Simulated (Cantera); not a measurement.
Thermodynamics of silicon epitaxy and polysilicon growth, feed SiHCl3 + HCl + H2

Input: 1 mol SiHCl3, 3.5 mol HCl, 22 mol H2, equilibrated at 1150 K and 100000 Pa.

Method: chemical equilibrium by Gibbs-energy minimisation in Cantera with the NASA 1993 tables (ideal gas, pure condensed phases). Candidate condensed phases: Si; 19 gas species. The tables' values for SiCl3 are old estimates; treat these amounts as uncertain. The numbers say what is thermodynamically allowed, not how fast it happens.

```json
{
  "x(H2)": "0.862",
  "x(HCl)": "0.101",
  "x(SiCl4)": "0.0315",
  "x(SiHCl3)": "0.00547",
  "x(SiCl3)": "0.000546",
  "x(SiH2Cl2)": "0.000119",
  "x(SiCl2)": "0.000104",
  "gas_amount": "26.51 mol",
  "log10 activity of Si(s) (absent)": "-2.40"
}
```
